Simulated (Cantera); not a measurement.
## Adiabatic ignition

An adiabatic, constant-pressure homogeneous reactor starts with C3H8 : O2 : N2 : CO2 = 1 : 5.26 : 19.8 : 1.2 (molar parts), equivalence ratio 0.95, at 1773 K and 9.87 atm.

Model: GRI-Mech 3.0 (53 species, 325 reactions), integrated in Cantera. GRI-Mech 3.0 was tuned for natural gas; its chemistry of propane as a main component is partial and can be far from experiment.

```json
[
 {"t (s)": "2.00e-6", "T (K)": "1877", "x C3H8": "0.00399", "x O2": "0.155", "x CO2": "0.0426", "x C2H": "1.18e-6", "x CH2O": "0.00549"},
 {"t (s)": "4.55e-6", "T (K)": "2711", "x C3H8": "<1e-12", "x O2": "0.0395", "x CO2": "0.0735", "x C2H": "<1e-12", "x CH2O": "2.61e-9"},
 {"t (s)": "1.04e-5", "T (K)": "2919", "x C3H8": "<1e-12", "x O2": "0.0326", "x CO2": "0.0896", "x C2H": "<1e-12", "x CH2O": "1.78e-9"},
 {"t (s)": "2.36e-5", "T (K)": "2960", "x C3H8": "<1e-12", "x O2": "0.0304", "x CO2": "0.0935", "x C2H": "<1e-12", "x CH2O": "1.67e-9"},
 {"t (s)": "5.37e-5", "T (K)": "2957", "x C3H8": "<1e-12", "x O2": "0.0292", "x CO2": "0.0935", "x C2H": "<1e-12", "x CH2O": "1.68e-9"},
 {"t (s)": "0.000122", "T (K)": "2951", "x C3H8": "<1e-12", "x O2": "0.0275", "x CO2": "0.0934", "x C2H": "<1e-12", "x CH2O": "1.70e-9"},
 {"t (s)": "0.000278", "T (K)": "2944", "x C3H8": "<1e-12", "x O2": "0.0259", "x CO2": "0.0932", "x C2H": "<1e-12", "x CH2O": "1.72e-9"},
 {"t (s)": "0.000632", "T (K)": "2942", "x C3H8": "<1e-12", "x O2": "0.0253", "x CO2": "0.0931", "x C2H": "<1e-12", "x CH2O": "1.73e-9"},
 {"t (s)": "0.00144", "T (K)": "2942", "x C3H8": "<1e-12", "x O2": "0.0253", "x CO2": "0.0931", "x C2H": "<1e-12", "x CH2O": "1.73e-9"},
 {"t (s)": "0.00328", "T (K)": "2942", "x C3H8": "<1e-12", "x O2": "0.0253", "x CO2": "0.0931", "x C2H": "<1e-12", "x CH2O": "1.73e-9"},
 {"t (s)": "0.00746", "T (K)": "2942", "x C3H8": "<1e-12", "x O2": "0.0253", "x CO2": "0.0931", "x C2H": "<1e-12", "x CH2O": "1.73e-9"},
 {"t (s)": "0.0170", "T (K)": "2942", "x C3H8": "<1e-12", "x O2": "0.0253", "x CO2": "0.0931", "x C2H": "<1e-12", "x CH2O": "1.73e-9"},
 {"t (s)": "0.0386", "T (K)": "2942", "x C3H8": "<1e-12", "x O2": "0.0253", "x CO2": "0.0931", "x C2H": "<1e-12", "x CH2O": "1.73e-9"},
 {"t (s)": "0.0879", "T (K)": "2942", "x C3H8": "<1e-12", "x O2": "0.0253", "x CO2": "0.0931", "x C2H": "<1e-12", "x CH2O": "1.73e-9"},
 {"t (s)": "0.200", "T (K)": "2942", "x C3H8": "<1e-12", "x O2": "0.0253", "x CO2": "0.0931", "x C2H": "<1e-12", "x CH2O": "1.73e-9"}
]
```
x: mole fraction; the columns are a selection and need not sum to one.

* **time of steepest temperature rise**: 2.71 µs
* **temperature at 0.200 s**: 2942 K
* **equilibrium temperature**: 2942 K
* **x(C3H8) at 0.200 s**: <1e-12 (gas-phase equilibrium <1e-12)
* **x(O2) at 0.200 s**: 0.0253 (gas-phase equilibrium 0.0253)
* **x(CO2) at 0.200 s**: 0.0931 (gas-phase equilibrium 0.0931)
